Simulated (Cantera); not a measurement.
What does this Cantera script print?

```python
import numpy as np
import cantera as ct

gas_names = """
    AL ALN ALO ALO2 AL2 AL2O AL2O2 N NO NO2 NO3 N2 N2O O O2 O3
""".split()
cond_names = """
    AL(cr) AL(L) ALN(s) AL2O3(a) AL2O3(L)
""".split()


def load(file, names, dense=False):
    # The tables refer to 1 bar. Condensed volumes are neglected.
    table = {s.name: s for s in ct.Species.list_from_file(file)}
    out = []
    for n in names:
        d = dict(table[n].input_data)
        d["thermo"] = dict(d["thermo"], **{"reference-pressure": 1e5})
        if dense:
            d["equation-of-state"] = {"model": "constant-volume", "density": "1e6 g/cm^3"}
        out.append(ct.Species.from_dict(d))
    return out


gas = ct.Solution(thermo="ideal-gas", species=load("nasa_gas.yaml", gas_names))
cond = {s.name: ct.Solution(thermo="fixed-stoichiometry", species=[s], name=s.name)
        for s in load("nasa_condensed.yaml", cond_names, dense=True)}
atoms = {
    'Al': {'AL': 1},
    'N2O': {'N': 2, 'O': 1},
    'N2': {'N': 2},
}
top_T = {'ALN(s)': 2750}  # K; cautious upper limits of use, not melting points


def equilibrate(T, P, feed):
    n = {}
    for name, mol in feed.items():
        for a, k in atoms[name].items():
            n[a] = n.get(a, 0.0) + k * mol
    gas.TPX = T, P, n
    mass = sum(n.values()) * gas.mean_molecular_weight
    gas.equilibrate("TP")
    valid = [c for c in cond.values() if c.min_temp <= T <= top_T.get(c.name, c.max_temp)]
    mix = ct.Mixture([(gas, mass / gas.mean_molecular_weight)] + [(c, 0.0) for c in valid])
    mix.T, mix.P = T, P
    mix.equilibrate("TP", solver="vcs", rtol=1e-11, max_steps=5000)
    return mix


results = []
feed = {'Al': 1, 'N2O': 28, 'N2': 590}  # mol
P = 32  # Pa
for T in [923, 1073, 1223, 1373, 1523, 1673, 1823, 1973, 2123, 2273]:
    mix = equilibrate(T, P, feed)
    results.append((T, P, feed, dict(zip(mix.species_names, mix.species_moles))))

top = {s: max(r[3][s] / sum(r[3][g] for g in gas_names) for r in results) for s in gas_names}
cols = sorted((s for s in top if top[s] > 1e-06), key=lambda s: -top[s])[:5]
seen = [c for c in cond_names if any(r[3].get(c, 0) > 1e-12 for r in results)]
print("log10 of partial pressures in bar; condensed amounts in mol")
print(f"{'T/K':>10s}" + "".join(f"{s[:9]:>10s}" for s in cols + seen))
for T, P, feed, n in results:
    ng = sum(n[g] for g in gas_names)
    print(f"{T:10.4g}" + "".join(f"{np.log10(max(n[s] / ng * P / 1e5, 1e-99)):10.3f}" for s in cols)
          + "".join(f"{n.get(c, 0):10.4g}" for c in seen))
```

Result:

```
log10 of partial pressures in bar; condensed amounts in mol
       T/K        N2         O        O2        NO       ALO  AL2O3(a)
       923    -3.504   -13.490    -5.173    -8.851   -37.370       0.5
      1073    -3.504   -11.492    -5.173    -8.128   -30.282       0.5
      1223    -3.504    -9.980    -5.174    -7.582   -24.947       0.5
      1373    -3.504    -8.798    -5.175    -7.156   -20.789       0.5
      1523    -3.504    -7.847    -5.178    -6.815   -17.459       0.5
      1673    -3.504    -7.069    -5.185    -6.537   -14.731       0.5
      1823    -3.505    -6.422    -5.202    -6.311   -12.456       0.5
      1973    -3.505    -5.888    -5.245    -6.133   -10.524       0.5
      2123    -3.507    -5.463    -5.349    -6.015    -8.852    0.4985
      2273    -3.510    -5.159    -5.573    -5.980    -7.371    0.4459
```

Method: chemical equilibrium by Gibbs-energy minimisation in Cantera with the NASA 1993 tables (ideal gas, pure condensed phases).
